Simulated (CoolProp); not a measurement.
Vapour-liquid equilibrium of methanol (1) + benzene (2) at 4.99 bar; x and y are mole fractions of (1).

The numbers come from the multi-fluid Helmholtz-energy mixture model, de Reuck 1993 and Thol 2012; pair parameters Bell 2016 in CoolProp.

Problem. Give the bubble temperature and the first vapour's composition at x = 0.45, 0.65, 0.85. Is there an azeotrope?

Solution. x = 0.45: 383.0 K, y = 0.610; x = 0.65: 381.8 K, y = 0.681; x = 0.85: 382.3 K, y = 0.816. y crosses x between x = 0.65 and 0.75: the model has an azeotrope there.

The pair parameters rest on a limited set of measurements; away from them the model extrapolates.
